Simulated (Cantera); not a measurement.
A jet of H₂ : O₂ : N₂ = 0.012 : 0.15 : 0.79 (molar parts), equivalence ratio 0.040 at 300 K and 0.0810 bar hits a platinum plate 4.8 cm away at a mass flux of 0.12 kg/m²/s; the plate temperature is set and raised in steps from an oxygen-covered start.

Cantera simulation using Deutschmann's 1995 Pt surface mechanism with GRI-Mech 3.0 gas chemistry; the numbers are that mechanism's predictions, not measurements. Catalytic surfaces can have several steady states; this one follows from the mechanism file's or the stated starting coverage.

x: mole fraction at the wall; θ: surface coverage.

| plate T (K) | wall x H₂ | wall x O₂ | wall x H₂O | wall x OH | θ free Pt | θ O* | θ OH* |
|---|---|---|---|---|---|---|---|
| 600 | 0.00285 | 0.147 | 0.0190 | <1e-8 | 0.0319 | 0.965 | 0.00305 |
| 650 | 0.00281 | 0.147 | 0.0189 | <1e-8 | 0.0340 | 0.964 | 0.00206 |
| 700 | (withheld) | 0.147 | 0.0193 | <1e-8 | 0.0397 | 0.959 | 0.00155 |
| 750 | (withheld) | 0.146 | 0.0202 | <1e-8 | 0.0563 | 0.942 | 0.00135 |
| 800 | (withheld) | 0.146 | 0.0213 | <1e-8 | 0.0889 | 0.910 | 0.00128 |
| 850 | (withheld) | 0.145 | 0.0219 | 1.12e-8 | 0.135 | 0.863 | 0.00121 |
| 900 | (withheld) | 0.145 | 0.0223 | 3.51e-8 | 0.191 | 0.807 | 0.00112 |
| 950 | (withheld) | 0.145 | 0.0225 | 9.49e-8 | 0.254 | 0.745 | 0.00101 |

Problem. Fill in the missing entries.

Solution. 
- 700, wall x H₂: 0.00256
- 750, wall x H₂: 0.00198
- 800, wall x H₂: 0.00137
- 850, wall x H₂: 0.000962
- 900, wall x H₂: 0.000715
- 950, wall x H₂: 0.000566
